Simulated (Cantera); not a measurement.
Charge: 1 mol Si, 5.6 mol HCl, 20 mol H2, held at 623.15 K and 0.100 bar.

These are equilibrium values from Cantera (NASA tables, ideal gas, pure condensed phases), not measurements of a reactor. Candidate condensed phases: Si; 19 gas species. Equilibrium is a limit: real reactors are often held back by kinetics, nucleation or transport.

Base state: H2 0.894, HCl 0.0651, SiCl4 0.0406, SiHCl3 2.59e-5 (mole fractions); condensed: gas only.

Q: What changes in the equilibrium state with this change: HCl from 5.6 to 1.3 mol?

A: 
```
species      before     after
----------  -------  --------
H2            0.894     0.983
SiCl4        0.0406    0.0102
SiHCl3      2.59e-5   0.00692
HCl          0.0651   6.72e-5
SiH2Cl2       <1e-9  0.000253
Si(s), mol        0     0.636
```
